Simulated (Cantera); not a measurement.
**Premixed flame**

A freely propagating, adiabatic, planar premixed flame of CH₄ : O₂ : N₂ = 1 : 2 : 7.52 (molar parts), equivalence ratio 1.0, unburnt at 350 K and 128 Torr; mixture-averaged transport, grid criteria slope 0.08 and curve 0.16, no radiation.

Cantera simulation using GRI-Mech 3.0 (53 species, 325 reactions); the numbers are that mechanism's predictions, not measurements. Burning velocities carry a grid error of a few per cent, more on coarse grids.

```json
[
 {"z (mm)": "-5.49", "T (K)": "350", "u (m/s)": "0.745", "x CH₄": "0.0950", "x O₂": "0.190", "x H": "<1e-8", "x C₂H": "<1e-8", "x CO₂": "<1e-8", "x C₂H₂": "<1e-8"},
 {"z (mm)": "-3.66", "T (K)": "350", "u (m/s)": "0.746", "x CH₄": "0.0949", "x O₂": "0.190", "x H": "<1e-8", "x C₂H": "<1e-8", "x CO₂": "1.42e-7", "x C₂H₂": "<1e-8"},
 {"z (mm)": "-2.75", "T (K)": "352", "u (m/s)": "0.752", "x CH₄": "0.0946", "x O₂": "0.189", "x H": "<1e-8", "x C₂H": "<1e-8", "x CO₂": "2.12e-6", "x C₂H₂": "1.15e-8"},
 {"z (mm)": "-1.83", "T (K)": "385", "u (m/s)": "0.827", "x CH₄": "0.0923", "x O₂": "0.187", "x H": "9.12e-7", "x C₂H": "<1e-8", "x CO₂": "7.85e-5", "x C₂H₂": "3.68e-7"},
 {"z (mm)": "-0.915", "T (K)": "780", "u (m/s)": "1.70", "x CH₄": "0.0694", "x O₂": "0.159", "x H": "0.000370", "x C₂H": "<1e-8", "x CO₂": "0.00301", "x C₂H₂": "1.29e-5"},
 {"z (mm)": "-0.458", "T (K)": "1211", "u (m/s)": "2.68", "x CH₄": "0.0394", "x O₂": "0.118", "x H": "0.00157", "x C₂H": "<1e-8", "x CO₂": "0.00950", "x C₂H₂": "4.47e-5"},
 {"z (mm)": "0", "T (K)": "1610", "u (m/s)": "3.59", "x CH₄": "0.0103", "x O₂": "0.0691", "x H": "0.00499", "x C₂H": "8.85e-8", "x CO₂": "0.0208", "x C₂H₂": "8.99e-5"},
 {"z (mm)": "0.458", "T (K)": "1771", "u (m/s)": "3.96", "x CH₄": "0.000948", "x O₂": "0.0398", "x H": "0.00946", "x C₂H": "8.47e-8", "x CO₂": "0.0339", "x C₂H₂": "2.19e-5"},
 {"z (mm)": "0.915", "T (K)": "1805", "u (m/s)": "4.03", "x CH₄": "4.48e-5", "x O₂": "0.0291", "x H": "0.0121", "x C₂H": "<1e-8", "x CO₂": "0.0445", "x C₂H₂": "9.21e-7"},
 {"z (mm)": "1.83", "T (K)": "1831", "u (m/s)": "4.06", "x CH₄": "1.14e-7", "x O₂": "0.0238", "x H": "0.0135", "x C₂H": "<1e-8", "x CO₂": "0.0558", "x C₂H₂": "<1e-8"},
 {"z (mm)": "3.66", "T (K)": "1862", "u (m/s)": "4.12", "x CH₄": "<1e-8", "x O₂": "0.0216", "x H": "0.0130", "x C₂H": "<1e-8", "x CO₂": "0.0620", "x C₂H₂": "<1e-8"},
 {"z (mm)": "7.32", "T (K)": "1904", "u (m/s)": "4.20", "x CH₄": "<1e-8", "x O₂": "0.0202", "x H": "0.0110", "x C₂H": "<1e-8", "x CO₂": "0.0639", "x C₂H₂": "<1e-8"},
 {"z (mm)": "14.6", "T (K)": "1963", "u (m/s)": "4.31", "x CH₄": "<1e-8", "x O₂": "0.0183", "x H": "0.00832", "x C₂H": "<1e-8", "x CO₂": "0.0657", "x C₂H₂": "<1e-8"}
]
```
x: mole fraction of selected species; z is measured from the peak of heat release.

The laminar burning velocity is 74.4 cm/s, the thermal thickness is 1.83 mm and the peak x(H) comes out as 0.0135. The peak x(C₂H) is 1.43e-7 and the peak x(C₂H₂) is 9.03e-5. The grid points comes out as 158.
